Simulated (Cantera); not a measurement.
Charge: 1 mol Cu₂O, 2.9 mol H₂, 4.8 mol N₂, equilibrated at 1125 °C and 0.0100 bar.

Method: chemical equilibrium by Gibbs-energy minimisation in Cantera with the NASA 1993 tables (ideal gas, pure condensed phases). Candidate condensed phases: Cu, CuO, Cu(OH)₂, Cu₂O, H₂O; 27 gas species. Kinetics and transport are ignored.

Base state: N₂ 0.623, H₂ 0.247, H₂O 0.130, Cu 0.000130, H 2.35e-5 (mole fractions); condensed: Cu(l).

Q: What changes in the equilibrium state with this change: Cu₂O replaced by ZrO₂?

A: 
| species | before | after |
|---|---|---|
| N₂ | 0.623 | 0.623 |
| H₂ | 0.247 | 0.377 |
| H | 2.35e-5 | 2.90e-5 |
| H₂O | 0.130 | 1.53e-6 |
| Cu | 0.000130 | 0 |
| Cu(l), mol | 2.00 | 0 |
| ZrO₂(monoclinic), mol | 0 | 1.000 |
Further candidate phases: Zr, ZrN, ZrO₂.

Q: What changes in the equilibrium state with this change: Cu₂O replaced by Al₂O₃?

A: 
```tsv
species	before	after
N₂	0.623	0.623
H₂	0.247	0.377
H	2.35e-5	2.90e-5
H₂O	0.130	9.87e-7
Cu	0.000130	0
Cu(l), mol	2.00	0
Al₂O₃(s), mol	0	1.000
```
Further candidate phases: Al, AlN, Al₂O₃.

Q: What changes in the equilibrium state with this change: pressure from 0.0100 bar to 0.000280 bar?

A: 
```json
[
 {"species": "N₂", "before": "0.623", "after": "0.620"},
 {"species": "H₂", "before": "0.247", "after": "0.246"},
 {"species": "H₂O", "before": "0.130", "after": "0.129"},
 {"species": "Cu", "before": "0.000130", "after": "0.00463"},
 {"species": "H", "before": "2.35e-5", "after": "0.000140"},
 {"species": "Cu(l), mol", "before": "2.00", "after": "1.96"}
]
```
